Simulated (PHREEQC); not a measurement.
# Reverse-osmosis permeate (model solution)

A made-up water analysis in mmol/kgw, 25 °C, pH 6.46, pe 12.1:

```csv
constituent,mmol/kgw
Na,0.186
K,0.0176
Ca,0.0283
Mg,0.0232
Cl,0.0116
S(6),0.116
Alkalinity (meq/kgw),0.0579
Cd,0.00131
Zn,0.00409
Sr,5.71e-05
Pb,7.08e-05
```

Valence states are taken as typed.

Equilibrium calculation in PHREEQC: ion-association model, phreeqc.dat.

Each row changes one thing in this solution. Precipitation was switched off in this run.

```tsv
case	CO2 (mol/kgw)	MgSO4 (mol/kgw)	CaSO4 (mol/kgw)	NaSO4- (mol/kgw)	ZnSO4 (mol/kgw)	Pb+2 (mol/kgw)	SI of Otavite (CdCO3)	SI of Cerussite (PbCO3)
as made	4.42e-5	5.01e-7	4.66e-7	9.68e-8	8.73e-8	5.58e-8	-1.95	-2.28
Mg from 0.0232 to 0.0464 mmol/kgw	4.41e-5	9.89e-7	4.60e-7	9.60e-8	8.63e-8	5.59e-8	-1.96	-2.28
temperature from 25 to 60 °C at the same typed pH	3.80e-5	1.07e-6	5.75e-7	1.17e-7	1.05e-7	5.33e-8	-1.78	-2.50
pH from 6.46 to 6.96 at the same alkalinity	1.39e-5	5.01e-7	4.66e-7	9.68e-8	8.65e-8	4.32e-8	-1.46	-1.90
pH from 6.46 to 7.46 at the same alkalinity	4.34e-6	5.01e-7	4.66e-7	9.68e-8	8.35e-8	2.52e-8	-0.96	-1.63
Sr from 5.71e-05 to 2.85e-05 mmol/kgw	4.42e-5	5.01e-7	4.66e-7	9.68e-8	8.73e-8	5.58e-8	-1.95	-2.28
```

Complexes and solids missing from the database can't appear. Constants without temperature data keep their 25 °C values here.
